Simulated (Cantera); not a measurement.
**Low-pressure radical oxidation in H2/O2**

An isothermal, constant-pressure homogeneous reactor starts with H2 : O2 : N2 = 0.1 : 1 : 0.0053 (molar parts), equivalence ratio 0.050, at 1125 K and 0.0267 bar.

Model: GRI-Mech 3.0 (53 species, 325 reactions), integrated in Cantera. Radical loss at walls, strong at low pressure, is not modelled. The temperature is held fixed by assumption; the heat of reaction is taken as removed at once.

```json
[
 {"t (s)": "1.00e-5", "x H2": "0.0905", "x O2": "0.905", "x HO2": "3.31e-10", "x H2O2": "<1e-12", "x H": "2.93e-10", "x H2O": "6.91e-12", "x OH": "4.04e-11"},
 {"t (s)": "5.01e-5", "x H2": "0.0905", "x O2": "0.905", "x HO2": "1.67e-9", "x H2O2": "<1e-12", "x H": "1.35e-9", "x H2O": "5.66e-10", "x OH": "6.13e-10"},
 {"t (s)": "0.000251", "x H2": "0.0905", "x O2": "0.905", "x HO2": "8.95e-9", "x H2O2": "7.86e-12", "x H": "3.78e-8", "x H2O": "7.42e-8", "x OH": "2.51e-8"},
 {"t (s)": "0.00126", "x H2": "0.0352", "x O2": "0.871", "x HO2": "1.19e-5", "x H2O2": "8.49e-7", "x H": "0.0199", "x H2O": "0.0419", "x OH": "0.00697"},
 {"t (s)": "0.00631", "x H2": "0.00104", "x O2": "0.882", "x HO2": "1.17e-5", "x H2O2": "3.63e-7", "x H": "0.00464", "x H2O": "0.0889", "x OH": "0.00271"},
 {"t (s)": "0.0316", "x H2": "6.57e-5", "x O2": "0.899", "x HO2": "3.80e-6", "x H2O2": "2.42e-7", "x H": "7.05e-5", "x H2O": "0.0943", "x OH": "0.000662"},
 {"t (s)": "0.158", "x H2": "2.97e-6", "x O2": "0.900", "x HO2": "4.17e-7", "x H2O2": "6.49e-8", "x H": "7.61e-7", "x H2O": "0.0947", "x OH": "0.000147"},
 {"t (s)": "0.794", "x H2": "2.46e-7", "x O2": "0.900", "x HO2": "4.75e-8", "x H2O2": "1.35e-8", "x H": "2.04e-8", "x H2O": "0.0947", "x OH": "4.40e-5"},
 {"t (s)": "3.98", "x H2": "3.24e-8", "x O2": "0.900", "x HO2": "8.35e-9", "x H2O2": "2.72e-9", "x H": "1.04e-9", "x H2O": "0.0948", "x OH": "1.63e-5"},
 {"t (s)": "20.0", "x H2": "5.54e-9", "x O2": "0.900", "x HO2": "4.48e-9", "x H2O2": "5.66e-10", "x H": "7.52e-11", "x H2O": "0.0948", "x OH": "6.80e-6"},
 {"t (s)": "100", "x H2": "1.65e-9", "x O2": "0.900", "x HO2": "6.18e-9", "x H2O2": "1.89e-10", "x H": "1.24e-11", "x H2O": "0.0948", "x OH": "3.71e-6"}
]
```
x: mole fraction; the columns are a selection and need not sum to one.

Equilibrium at this temperature and pressure: H2 1.48e-9, O2 0.900, HO2 6.46e-9, H2O2 1.72e-10, H 1.06e-11, H2O 0.0948, OH 3.51e-6 (gas phase only).
